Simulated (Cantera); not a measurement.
What does this Cantera script print?

```python
import numpy as np
import cantera as ct

gas = ct.Solution("gri30.yaml")
gas.TPX = 523, 190000, {'CH4': 1, 'O2': 3.45, 'N2': 22.1}
inlet = ct.Reservoir(gas, clone=True)
gas.equilibrate("HP")  # start burning
reactor = ct.IdealGasConstPressureReactor(gas, energy="on", clone=False)
exhaust = ct.Reservoir(gas, clone=True)
tau = [0.12, 0.055, 0.024, 0.011, 0.0049, 0.0022, 0.00097, 0.00043, 0.00019, 8.6e-05, 3.8e-05, 1.7e-05, 7.7e-06][0]
for a, b in ((inlet, reactor), (reactor, exhaust)):
    ct.MassFlowController(a, b, mdot=lambda t: reactor.mass / tau)
net = ct.ReactorNet([reactor])
show = ['CH4', 'O2', 'HCN', 'C2H', 'CH2O', 'H', 'N2O']

rows = []
print(f"{'tau/s':>10s}{'T/K':>9s}" + "".join(f"{s:>11s}" for s in show))
for tau in [0.12, 0.055, 0.024, 0.011, 0.0049, 0.0022, 0.00097, 0.00043, 0.00019, 8.6e-05, 3.8e-05, 1.7e-05, 7.7e-06]:
    net.initial_time = 0.0
    net.advance(30 * tau)
    before = gas.X
    net.advance(40 * tau)
    drift = np.max(np.abs(gas.X - before) / (gas.X + 1e-9))
    rows.append([gas.T, *gas[show].X, drift])
    print(f"{tau:10.3e}{gas.T:9.1f}" + "".join(f"{x:11.3e}" for x in gas[show].X))
```

Output:

```
     tau/s      T/K        CH4         O2        HCN        C2H       CH2O          H        N2O
 1.200e-01   1408.5  3.411e-05  5.481e-02  1.665e-09  8.364e-13  2.514e-06  2.285e-06  1.239e-06
 5.500e-02   1405.4  5.871e-05  5.498e-02  2.020e-09  1.484e-12  4.493e-06  4.820e-06  1.257e-06
 2.400e-02   1399.4  1.070e-04  5.534e-02  2.524e-09  2.536e-12  8.462e-06  1.046e-05  1.134e-06
 1.100e-02   1388.4  1.986e-04  5.602e-02  3.446e-09  4.008e-12  1.593e-05  2.087e-05  9.279e-07
 4.900e-03   1358.7  4.816e-04  5.801e-02  5.132e-09  6.933e-12  3.771e-05  3.784e-05  6.117e-07
 2.200e-03    523.0  3.766e-02  1.299e-01 -3.953e-23 -1.060e-46 -4.578e-18  2.251e-33 -4.193e-21
 9.700e-04    523.0  3.766e-02  1.299e-01 -3.435e-26 -2.945e-52 -3.977e-21  2.550e-33 -3.645e-24
 4.300e-04    523.0  3.766e-02  1.299e-01 -2.170e-27 -2.335e-53 -2.509e-22  1.186e-33 -2.302e-25
 1.900e-04    523.0  3.766e-02  1.299e-01 -1.371e-28 -7.443e-55 -1.577e-23  4.951e-34 -1.454e-26
 8.600e-05    523.0  3.766e-02  1.299e-01 -8.659e-30 -2.059e-56 -9.816e-25  1.963e-34 -9.186e-28
 3.800e-05    523.0  3.766e-02  1.299e-01 -5.469e-31 -5.835e-58 -5.912e-26  6.933e-35 -5.802e-29
 1.700e-05    523.0  3.766e-02  1.299e-01 -3.455e-32 -1.544e-59 -3.159e-27  2.273e-35 -3.665e-30
 7.700e-06    523.0  3.766e-02  1.299e-01 -2.182e-33 -3.881e-61 -8.156e-29  7.805e-36 -2.315e-31
```

Cantera simulation using GRI-Mech 3.0 (53 species, 325 reactions); the numbers are that mechanism's predictions, not measurements.
